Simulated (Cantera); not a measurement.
Charge: 1 mol CH3F, 0.019 mol F2, at 0.0133 bar.

Method: chemical equilibrium by Gibbs-energy minimisation in Cantera with the NASA 1993 tables (ideal gas, pure condensed phases). Candidate condensed phases: C, C6H6, C7H8, C8H18; 95 gas species. The numbers say what is thermodynamically allowed, not how fast it happens.

Problem. At 1925 °C, list the 5 most abundant gas species with their mole fractions, and the condensed phases.

Solution. HF 0.506, H2 0.460, H 0.0327, C2H2 (acetylene) 0.00117, F 3.07e-5. Condensed: C(graphite).
